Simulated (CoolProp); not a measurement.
Vapour pressure (kPa) of R1234ze(Z): the reference equation beside estimates from Tc = 150.1 °C, pc = 3531 kPa, ω = 0.327.

The numbers come from the reference Helmholtz-energy equation of state, Akasaka 2019 in CoolProp.

| T (°C) | reference | Lee-Kesler | van der Waals |
|---|---|---|---|
| 39.55 | … | 287.9 | 926.6 |
| 45.45 | 342.1 | 345.1 | 1015 |
| 51.35 | 406.4 | 410.3 | 1108 |
| 57.25 | … | 484.5 | 1207 |
| 63.15 | 562.4 | 568.2 | 1311 |
| 69.05 | 655.6 | 662.3 | 1421 |
| 74.95 | 760.1 | 767.5 | 1536 |
| 80.75 | 874.6 | 882.5 | 1655 |
| 86.65 | 1004 | … | 1782 |
| 92.55 | 1147 | 1156 | 1914 |
| 98.45 | 1306 | 1314 | 2053 |
| 104.35 | 1480 | 1488 | 2197 |
| 110.25 | 1671 | 1678 | 2348 |
| 116.15 | 1881 | 1888 | 2505 |
| 122.05 | 2110 | 2116 | 2668 |

What belongs in the gaps?


- 39.55, reference: 285.9
- 57.25, reference: 479.6
- 86.65, Lee-Kesler: 1012

Absolute difference from the reference over all 15 rows, mean and median: Lee-Kesler 0.8 and 0.8 %, van der Waals 102.4 and 89.2 %.
